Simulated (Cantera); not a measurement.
Cantera run:

```python
import numpy as np
import cantera as ct

gas_names = [...]  # 91 gases of nasa_gas.yaml made of C, Cl, H
cond_names = """
    C(gr) C6H6(L) C7H8(L) C8H18(L),n-octa
""".split()


# ... load() reads the species with a 1 bar reference pressure and builds the phases ...
atoms = {
    'CCl4': {'C': 1, 'CL': 4},
    'H2': {'H': 2},
}
top_T = {'C(gr)': 4500}  # K; cautious upper limits of use, not melting points


# ... equilibrate(T, P, feed) seeds the gas with the atoms and calls Mixture.equilibrate('TP', solver="vcs", rtol=1e-11, max_steps=5000) ...
results = []
T = 3373.15  # K
P = 580  # Pa
for m in [0.2, 0.32, 0.52, 0.86, 1.4, 2.3, 3.7, 6.1]:
    feed = {'CCl4': 1, 'H2': m}  # mol
    mix = equilibrate(T, P, feed)
    results.append((T, P, feed, dict(zip(mix.species_names, mix.species_moles))))

top = {s: max(r[3][s] / sum(r[3][g] for g in gas_names) for r in results) for s in gas_names}
cols = sorted((s for s in top if top[s] > 0.001), key=lambda s: -top[s])[:9]
seen = [c for c in cond_names if any(r[3].get(c, 0) > 1e-12 for r in results)]
print("log10 of partial pressures in bar; condensed amounts in mol")
print(f"{'n(H2)':>10s}" + "".join(f"{s[:9]:>10s}" for s in cols + seen))
for T, P, feed, n in results:
    ng = sum(n[g] for g in gas_names)
    print(f"{feed['H2']:10.4g}" + "".join(f"{np.log10(max(n[s] / ng * P / 1e5, 1e-99)):10.3f}" for s in cols)
          + "".join(f"{n.get(c, 0):10.4g}" for c in seen))
```

Output:

```
log10 of partial pressures in bar; condensed amounts in mol
     n(H2)        CL         H         C        C3        C2        H2       HCL
       0.2    -2.329    -3.346    -3.485    -3.655    -4.057    -5.976    -4.783
      0.32    -2.350    -3.163    -3.494    -3.682    -4.075    -5.609    -4.620
      0.52    -2.383    -2.984    -3.508    -3.726    -4.104    -5.252    -4.475
      0.86    -2.434    -2.815    -3.531    -3.794    -4.149    -4.914    -4.357
       1.4    -2.504    -2.673    -3.563    -3.890    -4.214    -4.629    -4.285
       2.3    -2.601    -2.552    -3.609    -4.027    -4.305    -4.388    -4.261
       3.7    -2.718    -2.462    -3.668    -4.203    -4.422    -4.207    -4.288
       6.1    -2.866    -2.391    -3.746    -4.439    -4.580    -4.066    -4.365
```

Equilibrium computed with Cantera from the NASA thermochemical tables; the gas is ideal and each condensed phase is pure. The tables' values for CCl are old estimates; treat these amounts as uncertain.
